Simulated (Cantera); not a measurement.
Feed: 1 mol Si, 0.023 mol CO₂, 460 mol N₂, held at 0.00850 bar.

Equilibrium computed with Cantera from the NASA thermochemical tables; the gas is ideal and each condensed phase is pure. Candidate condensed phases: C, Si, SiC, SiO₂, Si₂N₂O, Si₃N₄; 34 gas species. N₂ is the only nitrogen source here; it is nearly inert below about 1500 K, so the nitride shown seldom forms there in practice. Mutual solubility and eutectic melting of coexisting phases are not modelled. Kinetics and transport are ignored.

log p: log10 of the partial pressure in bar; n: condensed amount in mol.

| T (°C) | log p N₂ | log p CO | log p SiO | log p Si | n C(graphite) | n Si₂N₂O(s) | n Si₃N₄(s) |
|---|---|---|---|---|---|---|---|
| 927 | -2.07 | -7.60 | -11.87 | <-14 | 0.0216 | 0.0446 | 0.304 |
| 952 | -2.07 | -7.31 | -11.35 | <-14 | 0.0203 | 0.0433 | 0.304 |
| 977 | -2.07 | -7.02 | -10.85 | <-14 | 0.0179 | 0.0409 | 0.306 |
| 1002 | -2.07 | -6.76 | -10.38 | -13.73 | 0.0135 | 0.0365 | 0.309 |
| 1027 | -2.07 | -6.50 | -9.92 | -13.19 | 0.00577 | 0.0288 | 0.314 |
| 1052 | -2.07 | -6.37 | -9.48 | -12.66 | 0 | 0.0230 | 0.318 |
| 1077 | -2.07 | -6.37 | -9.05 | -12.15 | 0 | 0.0230 | 0.318 |
| 1102 | -2.07 | -6.37 | -8.65 | -11.67 | 0 | 0.0229 | 0.318 |
| 1127 | -2.07 | -6.37 | … | … | 0 | 0.0227 | 0.318 |
| 1152 | -2.07 | -6.37 | … | … | 0 | 0.0223 | 0.318 |
| 1177 | -2.07 | -6.37 | -7.51 | -10.31 | 0 | 0.0213 | 0.319 |

Task: What belongs in the gaps?

Result: 
- 1127, log p SiO: -8.25
- 1127, log p Si: -11.20
- 1152, log p SiO: -7.87
- 1152, log p Si: -10.75
